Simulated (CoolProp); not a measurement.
Vapour-liquid equilibrium of R125 (1) + R134a (2) at 0.103 MPa; x and y are mole fractions of (1).

Model: multi-fluid Helmholtz-energy mixture model, Lemmon 2005 and Tillner-Roth 1994; pair parameters Lemmon 2004, in CoolProp.

```
x      bubble temperature (K)  y at the bubble point  dew temperature at overall composition x (K)  liquid density (mol/L)
-----  ----------------------  ---------------------  --------------------------------------------  ----------------------
0.05                    245.6                  0.123                                         246.7                     ___
0.125                   243.1                  0.278                                         245.6                     ___
0.2                     240.8                  0.404                                         244.4                   13.35
0.275                   238.8                  0.509                                         243.1                   13.30
0.35                    236.9                  0.596                                         241.8                   13.23
0.425                   235.2                  0.670                                         240.4                   13.17
0.5                       ___                  0.734                                         239.0                     ___
0.575                   232.2                  0.789                                         237.4                   13.03
0.65                    230.8                  0.837                                         235.7                   12.96
0.725                   229.5                  0.879                                         233.8                   12.88
0.8                     228.3                  0.917                                         231.8                   12.81
0.875                   227.2                  0.951                                         229.6                   12.73
0.95                    226.1                  0.981                                         227.2                   12.65
```

**Question.** Fill in the missing entries.

**Answer.** 
- 0.05, liquid density (mol/L): 13.45
- 0.125, liquid density (mol/L): 13.41
- 0.5, bubble temperature (K): 233.6
- 0.5, liquid density (mol/L): 13.10

No azeotrope shows between x = 0.05 and 0.95.

Pair parameters are fitted to limited data, so mixtures are less certain than the pure fluids.
